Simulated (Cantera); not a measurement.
## Counterflow diffusion flame

A counterflow diffusion flame at 45000 Pa, nozzles 20 mm apart: fuel side CH₄ : CO = 1 : 1.3 (molar parts) at 425 K, oxidiser side O₂ : N₂ = 0.17 : 0.83 (molar parts) at 775 K, fuel mass flux 0.99 times the oxidiser's; mixture-averaged transport, no radiation.

Model: GRI-Mech 3.0 (53 species, 325 reactions), integrated in Cantera. GRI-Mech 3.0 has no aromatics or soot, which form on the fuel side of real flames. The maximum strain rate includes the flame's own expansion and is several times the mean. A flux with no burning solution from the previous one only brackets extinction.

| oxidiser flux (kg/m²/s) | max strain (1/s) | mean strain (1/s) | T max (K) | peak x OH | peak x H | peak x NO | peak x CO | peak x C₂H₂ |
|---|---|---|---|---|---|---|---|---|
| 0.11 | 183 | 46.2 | 1990 | 0.00653 | 0.00623 | 0.000190 | 0.565 | 0.00797 |
| 0.17 | 274 | 71.4 | 1965 | 0.00629 | 0.00656 | 0.000160 | 0.565 | 0.00751 |
| 0.26 | 407 | 109 | 1942 | 0.00605 | 0.00684 | 0.000129 | 0.565 | 0.00698 |
| 0.39 | 595 | 164 | 1917 | 0.00574 | 0.00700 | 9.84e-5 | 0.565 | 0.00629 |
| 0.59 | 877 | 248 | 1882 | 0.00526 | 0.00687 | 6.57e-5 | 0.565 | 0.00516 |
| 0.9 | 1300 | 378 | 1827 | 0.00447 | 0.00616 | 3.32e-5 | 0.565 | 0.00346 |
x: mole fraction; the columns are a selection and need not sum to one.

At the next flux tried, 1.4 kg/m²/s, no burning solution was found from the previous one.
